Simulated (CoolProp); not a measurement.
Saturation properties of ammonia (Tc = 132.4 °C, pc = 11.36 MPa, ω = 0.256).

Computed with CoolProp (reference Helmholtz-energy equation of state, Gao 2020).

```json
[
 {"T (°C)": "33.35", "p (MPa)": "1.287", "vapour density (kg/m³)": "9.967", "surface tension (mN/m)": "18.6"},
 {"T (°C)": "39.65", "p (MPa)": "1.539", "vapour density (kg/m³)": "11.91", "surface tension (mN/m)": "17.2"},
 {"T (°C)": "46.05", "p (MPa)": "1.832", "vapour density (kg/m³)": "?", "surface tension (mN/m)": "?"},
 {"T (°C)": "52.45", "p (MPa)": "2.165", "vapour density (kg/m³)": "16.83", "surface tension (mN/m)": "?"},
 {"T (°C)": "58.75", "p (MPa)": "2.536", "vapour density (kg/m³)": "?", "surface tension (mN/m)": "13.0"},
 {"T (°C)": "65.15", "p (MPa)": "2.959", "vapour density (kg/m³)": "23.36", "surface tension (mN/m)": "?"},
 {"T (°C)": "71.55", "p (MPa)": "3.432", "vapour density (kg/m³)": "27.45", "surface tension (mN/m)": "10.3"},
 {"T (°C)": "77.85", "p (MPa)": "3.951", "vapour density (kg/m³)": "32.13", "surface tension (mN/m)": "9.03"},
 {"T (°C)": "84.25", "p (MPa)": "4.537", "vapour density (kg/m³)": "37.67", "surface tension (mN/m)": "7.76"},
 {"T (°C)": "90.65", "p (MPa)": "5.185", "vapour density (kg/m³)": "44.21", "surface tension (mN/m)": "6.52"},
 {"T (°C)": "96.95", "p (MPa)": "5.889", "vapour density (kg/m³)": "51.86", "surface tension (mN/m)": "5.35"},
 {"T (°C)": "103.35", "p (MPa)": "?", "vapour density (kg/m³)": "61.27", "surface tension (mN/m)": "4.20"},
 {"T (°C)": "109.65", "p (MPa)": "7.528", "vapour density (kg/m³)": "72.76", "surface tension (mN/m)": "3.12"},
 {"T (°C)": "116.05", "p (MPa)": "8.477", "vapour density (kg/m³)": "87.84", "surface tension (mN/m)": "2.08"}
]
```

**Question.** Fill in the missing entries.

**Answer.** 
- 46.05, vapour density (kg/m³): 14.19
- 46.05, surface tension (mN/m): 15.8
- 52.45, surface tension (mN/m): 14.3
- 58.75, vapour density (kg/m³): 19.84
- 65.15, surface tension (mN/m): 11.6
- 103.35, p (MPa): 6.677

It boils at -33.3 °C under 1 atm.

Surface tension comes from a separate correlation (Mulero 2012).
